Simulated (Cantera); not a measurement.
A perfectly stirred reactor is fed with 49.5 % H₂, 33.0 % O₂, 17.5 % N₂, equivalence ratio 0.75, at 97.5 Torr; it is held at 1223 K, and followed from long to short residence time.

Model: GRI-Mech 3.0 (53 species, 325 reactions), integrated in Cantera. The temperature is held fixed by assumption; the heat of reaction is taken as removed at once.

x: mole fraction; the columns are a selection and need not sum to one.

| τ (s) | x H₂ | x O₂ | x NO | x H₂O₂ | x O | x H₂O | x HO₂ |
|---|---|---|---|---|---|---|---|
| 6.6 | 0.000195 | 0.110 | 1.39e-7 | 6.48e-7 | 2.88e-5 | 0.657 | … |
| 2.1 | 0.000421 | 0.110 | 1.05e-7 | 1.08e-6 | 6.37e-5 | 0.657 | … |
| 0.69 | 0.000882 | 0.110 | 9.50e-8 | 1.70e-6 | 0.000138 | 0.656 | … |
| 0.22 | 0.00187 | 0.110 | 1.19e-7 | 2.58e-6 | 0.000304 | 0.654 | … |
| 0.071 | 0.00387 | 0.111 | 2.00e-7 | 3.66e-6 | 0.000658 | 0.651 | … |
| 0.023 | 0.00783 | 0.112 | 3.80e-7 | 4.77e-6 | 0.00140 | 0.643 | … |
| 0.0074 | 0.0155 | 0.115 | 7.24e-7 | 5.62e-6 | 0.00291 | 0.627 | … |

Some entries are withheld; supply them.


- 6.6, x HO₂: 3.94e-6
- 2.1, x HO₂: 7.55e-6
- 0.69, x HO₂: 1.31e-5
- 0.22, x HO₂: 2.08e-5
- 0.071, x HO₂: 2.89e-5
- 0.023, x HO₂: 3.60e-5
- 0.0074, x HO₂: 4.13e-5
